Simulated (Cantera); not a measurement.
Cantera with NASA thermochemical tables; ideal gases at 1 bar, condensed phases pure. Values are per mole of reaction as written; species without (g) are pure solids or liquids, kept so even where they would boil at 1 bar.

2 Ti3O5 ⇌ O(g) + 3 Ti2O3

| T (K) | ΔH° (kJ) | ΔS° (J/K) | ΔG° (kJ) | log10 K |
|---|---|---|---|---|
| 825 | 602.3 | 116.6 | 506.1 | -32.04 |
| 875 | … | … | … | … |
| 925 | … | … | … | … |
| 975 | 609.4 | 124.5 | 488.0 | -26.14 |
| 1025 | 611.5 | 126.6 | 481.7 | -24.55 |
| 1075 | 613.4 | 128.4 | 475.4 | -23.10 |
| 1125 | 615.1 | 130.0 | 468.9 | -21.77 |
| 1175 | 616.7 | 131.3 | 462.4 | -20.55 |
| 1225 | 618.0 | 132.5 | 455.8 | -19.43 |
| 1275 | 619.2 | 133.4 | 449.1 | -18.40 |
| 1325 | … | … | … | … |

Task: Fill in the missing entries.

Result: 
- 875, ΔH° (kJ): 604.8
- 875, ΔS° (J/K): 119.5
- 875, ΔG° (kJ): 500.2
- 875, log10 K: -29.86
- 925, ΔH° (kJ): 607.2
- 925, ΔS° (J/K): 122.1
- 925, ΔG° (kJ): 494.2
- 925, log10 K: -27.91
- 1325, ΔH° (kJ): 620.2
- 1325, ΔS° (J/K): 134.2
- 1325, ΔG° (kJ): 442.4
- 1325, log10 K: -17.44
